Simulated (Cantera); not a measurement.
What does this Cantera script print?

```python
import numpy as np
import cantera as ct

gas = ct.Solution("gri30.yaml")
gas.TP = 300, 101325
flame = ct.CounterflowDiffusionFlame(gas, width=0.02)
flame.fuel_inlet.X, flame.fuel_inlet.T = {'CH4': 1, 'C2H6': 1.1, 'C3H8': 0.055}, 525
flame.oxidizer_inlet.X, flame.oxidizer_inlet.T = {'O2': 0.25, 'N2': 0.75}, 575
flame.set_refine_criteria(ratio=3, slope=0.12, curve=0.24, prune=0.03)
show = ['OH', 'H', 'NO', 'CO', 'C2H2']

rows = []
print(f"{'mdot':>8s}{'a_max':>10s}{'a_mean':>10s}{'Tmax/K':>9s}" + "".join(f"{s:>11s}" for s in show) + "   (peak mole fractions)")
for i, mdot in enumerate([0.25, 0.36, 0.52, 0.74, 1.1, 1.5, 2.1, 3.1]):  # kg/m2/s on the oxidiser side
    flame.oxidizer_inlet.mdot, flame.fuel_inlet.mdot = mdot, 0.86 * mdot
    flame.solve(loglevel=0, auto=(i == 0))
    if flame.T.max() < max(525, 575) + 100:
        print(f"{mdot:8.3g}  no burning solution found from the previous one")
        break
    dT = np.abs(np.gradient(flame.T, flame.grid))
    rows.append([flame.strain_rate("max"), flame.strain_rate("mean"), flame.T.max(),
                 *(flame.X[gas.species_index(s)].max() for s in show), max(dT[0], dT[-1]) / dT.max()])
    print(f"{mdot:8.3g}{rows[-1][0]:10.1f}{rows[-1][1]:10.1f}{rows[-1][2]:9.1f}" + "".join(f"{x:11.3e}" for x in rows[-1][3:-1]))
```

Result:

```
    mdot     a_max    a_mean   Tmax/K         OH          H         NO         CO       C2H2   (peak mole fractions)
    0.25     222.9      39.7   2309.4  1.297e-02  6.083e-03  5.113e-04  8.740e-02  4.203e-02
    0.36     310.9      57.2   2284.9  1.300e-02  6.463e-03  4.583e-04  8.582e-02  4.072e-02
    0.52     435.8      82.6   2262.5  1.295e-02  6.854e-03  4.128e-04  8.433e-02  3.925e-02
    0.74     603.8     117.5   2242.7  1.289e-02  7.241e-03  3.732e-04  8.310e-02  3.772e-02
     1.1     872.8     174.6   2222.0  1.280e-02  7.698e-03  3.305e-04  8.204e-02  3.604e-02
     1.5    1161.8     238.2   2203.7  1.262e-02  8.018e-03  2.945e-04  8.129e-02  3.450e-02
     2.1    1582.9     333.4   2180.3  1.228e-02  8.288e-03  2.523e-04  8.052e-02  3.252e-02
     3.1    2262.1     492.2   2150.7  1.176e-02  8.500e-03  2.023e-04  8.001e-02  2.991e-02
```

Model: GRI-Mech 3.0 (53 species, 325 reactions), integrated in Cantera. GRI-Mech 3.0 has no aromatics or soot, which form on the fuel side of real flames. The maximum strain rate includes the flame's own expansion and is several times the mean.
